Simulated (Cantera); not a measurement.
What does this Cantera script print?

```python
import numpy as np
import cantera as ct

gas = ct.Solution("gri30.yaml", transport_model="mixture-averaged")
show = ['H2O', 'NH3', 'NO']

rows = []
print(f"{'T/K':>7s}{'rho':>11s}{'cp':>10s}{'mu':>11s}{'lambda':>11s}{'Pr':>7s}" + "".join(f"{'D_' + s:>11s}" for s in show))
for T in [400, 500, 600, 700, 800, 900, 1000]:
    gas.TPX = T, 22, {'NO': 0.98}
    Pr = gas.cp_mass * gas.viscosity / gas.thermal_conductivity
    D = [gas.mix_diff_coeffs_mole[gas.species_index(s)] for s in show]
    rows.append([gas.density, gas.cp_mass, gas.viscosity, gas.thermal_conductivity, Pr, *D])
    print(f"{T:7g}{gas.density:11.4e}{gas.cp_mass:10.1f}{gas.viscosity:11.4e}"
          f"{gas.thermal_conductivity:11.4e}{Pr:7.3f}" + "".join(f"{d:11.4e}" for d in D))
print("SI units: kg/m3, J/kg/K, Pa s, W/m/K, m2/s")
```

It prints:

```
    T/K        rho        cp         mu     lambda     Pr      D_H2O      D_NH3       D_NO
    400 1.9849e-04     998.6 2.3120e-05 3.2415e-02  0.712 1.8004e-01 1.7382e-01-6.1452e+01
    500 1.5879e-04    1016.2 2.7036e-05 3.8811e-02  0.708 2.7380e-01 2.6255e-01-9.1278e+01
    600 1.3233e-04    1040.9 3.0618e-05 4.5123e-02  0.706 3.8260e-01 3.6501e-01-1.2545e+02
    700 1.1342e-04    1067.4 3.3953e-05 5.1279e-02  0.707 5.0521e-01 4.8013e-01-1.6364e+02
    800 9.9245e-05    1092.2 3.7097e-05 5.7252e-02  0.708 6.4064e-01 6.0704e-01-2.0562e+02
    900 8.8217e-05    1113.9 4.0086e-05 6.3038e-02  0.708 7.8813e-01 7.4507e-01-2.5119e+02
   1000 7.9396e-05    1132.7 4.2948e-05 6.8643e-02  0.709 9.4706e-01 8.9367e-01-3.0020e+02
SI units: kg/m3, J/kg/K, Pa s, W/m/K, m2/s
```

Model: GRI-Mech 3.0 (53 species, 325 reactions), integrated in Cantera.
